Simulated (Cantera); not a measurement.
A counterflow diffusion flame at 2.27 atm, nozzles 20 mm apart: fuel side CH4 : CO = 1 : 0.38 (molar parts) at 550 K, oxidiser side O2 : N2 = 0.22 : 0.78 (molar parts) at 475 K, fuel mass flux 0.9 times the oxidiser's; mixture-averaged transport, no radiation.

Cantera simulation using GRI-Mech 3.0 (53 species, 325 reactions); the numbers are that mechanism's predictions, not measurements. GRI-Mech 3.0 has no aromatics or soot, which form on the fuel side of real flames. The maximum strain rate includes the flame's own expansion and is several times the mean.

x: mole fraction; the columns are a selection and need not sum to one.

```
oxidiser flux (kg/m²/s)  max strain (1/s)  mean strain (1/s)  T max (K)  peak x OH  peak x H  peak x NO  peak x CO  peak x C2H2
-----------------------  ----------------  -----------------  ---------  ---------  --------  ---------  ---------  -----------
0.57                                  197               43.3       2256    0.00784   0.00285   0.000373      0.275       0.0158
0.92                                  303               69.9       2231    0.00806   0.00311   0.000338      0.275       0.0144
1.5                                   [?]                114       2209    0.00819   0.00338        [?]      0.275          [?]
2.4                                   726                182       2190    0.00828   0.00364   0.000267      0.275       0.0117
3.8                                  1110                289       2166    0.00819   0.00384   0.000224      0.275       0.0103
6.1                                  1720                464       2138    0.00794   0.00399   0.000174      0.275      0.00879
9.8                                   [?]                745       2098    0.00741   0.00400        [?]      0.275          [?]
```

### Question
Fill in the missing entries.

### Answer

- 1.5, max strain (1/s): 472
- 1.5, peak x NO: 0.000303
- 1.5, peak x C2H2: 0.0130
- 9.8, max strain (1/s): 2690
- 9.8, peak x NO: 0.000119
- 9.8, peak x C2H2: 0.00714
